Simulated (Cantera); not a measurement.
## Catalytic combustion on Pt

An isothermal plug-flow reactor at 950 K and 0.987 atm (inlet), inlet velocity 0.079 m/s, active area per volume 3700 1/m; feed CH4 : O2 : N2 = 0.0026 : 0.081 : 0.79 (molar parts), equivalence ratio 0.064.

Detailed kinetics in Cantera: Deutschmann's 1995 Pt surface mechanism with GRI-Mech 3.0 gas chemistry. Catalytic surfaces can have several steady states; this one follows from the mechanism file's or the stated starting coverage. Mass transfer to the wall is taken as infinitely fast.

```csv
z (m),x CH4,x O2,x H2O,x CO2,x CO,θ free Pt,θ O*,θ OH*
0.00036,0.00161,0.0900,0.00274,0.00137,6.21e-7,0.152,0.847,0.00102
0.00064,0.000989,0.0887,0.00397,0.00198,3.83e-7,0.152,0.847,0.00122
0.0011,0.000444,0.0877,0.00506,0.00253,1.72e-7,0.152,0.846,0.00138
0.002,9.21e-5,0.0870,0.00576,0.00288,3.59e-8,0.153,0.846,0.00148
0.0036,5.58e-6,0.0868,0.00594,0.00297,2.30e-9,0.153,0.846,0.00150
0.0064,4.13e-8,0.0868,0.00595,0.00297,1.32e-10,0.153,0.846,0.00150
0.011,1.31e-11,0.0868,0.00595,0.00297,9.57e-11,0.153,0.846,0.00150
0.02,<1e-12,0.0868,0.00595,0.00297,6.56e-11,0.153,0.846,0.00150
0.036,<1e-12,0.0868,0.00595,0.00297,3.55e-11,0.153,0.846,0.00150
```
x: gas mole fraction; θ: surface coverage.
